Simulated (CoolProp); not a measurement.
Properties of dimethyl ether along the isobar 277 kPa (Tc = 400.4 K, pc = 5337 kPa, ω = 0.196).

Values from CoolProp's reference Helmholtz-energy equation of state, Wu 2011.

| T (K) | phase | Z | speed of sound (m/s) | expansivity (1/kK) |
|---|---|---|---|---|
| 282.5 | gas | 0.9361 | 230.9 | 4.499 |
| 289.7 | gas | [?] | 234.5 | [?] |
| 296.9 | gas | [?] | [?] | 4.081 |
| 304.1 | gas | 0.9519 | 241.4 | 3.909 |
| 311.3 | gas | 0.9558 | 244.7 | 3.756 |
| 318.5 | gas | 0.9594 | 247.9 | 3.619 |
| 325.7 | gas | 0.9625 | 251.0 | 3.495 |
| 332.9 | gas | 0.9653 | 254.1 | 3.382 |
| 340.2 | gas | 0.9678 | 257.1 | 3.277 |
| 347.4 | gas | 0.9700 | 260.0 | 3.182 |
| 354.6 | gas | 0.9720 | [?] | 3.094 |
| 361.8 | gas | 0.9739 | 265.6 | 3.012 |
| 369 | gas | 0.9755 | 268.3 | 2.935 |
| 376.2 | gas | 0.9770 | [?] | 2.863 |
| 383.4 | gas | 0.9784 | 273.7 | 2.796 |

Q: Complete the blanks.

A: 
- 289.7, Z: 0.9421
- 289.7, expansivity (1/kK): 4.276
- 296.9, Z: 0.9473
- 296.9, speed of sound (m/s): 238.1
- 354.6, speed of sound (m/s): 262.8
- 376.2, speed of sound (m/s): 271.0
